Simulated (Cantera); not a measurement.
Feed: 1 mol Si2Cl6, 220 mol N2, held at 0.00530 bar.

Method: chemical equilibrium by Gibbs-energy minimisation in Cantera with the NASA 1993 tables (ideal gas, pure condensed phases). Candidate condensed phases: Si, Si3N4; 13 gas species. The feed counts by its element totals alone. The tables' values for SiCl3 are old estimates; treat these amounts as uncertain. The numbers say what is thermodynamically allowed, not how fast it happens. All values below are at 1400 K.

Base state: N2 0.991, SiCl2 0.00366, SiCl4 0.00359, SiCl3 0.00176, Cl 7.30e-5 (mole fractions); condensed: gas only.

### Question
What changes in the equilibrium state with this change: pressure from 0.00530 bar to 0.130 bar?

### Answer
| species | before | after |
|---|---|---|
| N2 | 0.991 | 0.992 |
| SiCl4 | 0.00359 | 0.00526 |
| SiCl3 | 0.00176 | 0.00122 |
| SiCl2 | 0.00366 | 0.00119 |
| Cl | 7.30e-5 | 6.31e-6 |
| Si3N4(s), mol | 0 | 0.100 |
N2 is the only nitrogen source here; it is nearly inert below about 1500 K, so the nitride shown seldom forms there in practice.
